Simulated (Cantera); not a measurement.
Input: 1 mol HMDSO, 0.73 mol O2, at 2123 K and 188 Torr.

Equilibrium computed with Cantera from the NASA thermochemical tables; the gas is ideal and each condensed phase is pure. Candidate condensed phases: C, C6H6, C7H8, C8H18, H2O, Si, SiC, SiO2; 123 gas species. The feed counts by its element totals alone. Gases not in the tables: Si2H6 and higher silanes. The numbers say what is thermodynamically allowed, not how fast it happens.

Base state: H2 0.778, CO 0.211, H 0.00633, SiO 0.00257, C2H2 (acetylene) 0.00129, Si 5.72e-5, CH4 4.73e-5, SiH2 1.34e-5 (mole fractions); condensed: C(graphite) + SiC(s).

Question: What changes in the equilibrium state with this change: O2 from 0.73 to 9.3 mol?

Answer: 
```csv
species,before,after
H2O,3.04e-6,0.469
CO,0.211,0.230
CO2,1.65e-7,0.169
H2,0.778,0.128
SiO,0.00257,0.000476
C2H2 (acetylene),0.00129,<1e-9
OH,3.06e-9,0.00116
Si,5.72e-5,<1e-9
CH4,4.73e-5,<1e-9
"C(graphite), mol",1.57,0
"SiC(s), mol",1.97,0
"SiO2(l), mol",0,1.99
```
The tables hold silica as quartz up to 1696 K and as liquid above; real silica turns to tridymite and cristobalite and melts near 1996 K. Gases not in the tables: Si(OH)4.

Question: What changes in the equilibrium state with this change: temperature from 2123 K to 1750 K?

Answer: 
| species | before | after |
|---|---|---|
| H2 | 0.778 | 0.785 |
| CO | 0.211 | 0.214 |
| SiO | 0.00257 | 0.00102 |
| H | 0.00633 | 0.000412 |
| Si | 5.72e-5 | 1.14e-7 |
| SiH | 1.30e-5 | 6.70e-8 |
| SiH2 | 1.34e-5 | 3.11e-7 |
| C(graphite), mol | 1.57 | 1.56 |
| SiC(s), mol | 1.97 | 1.99 |
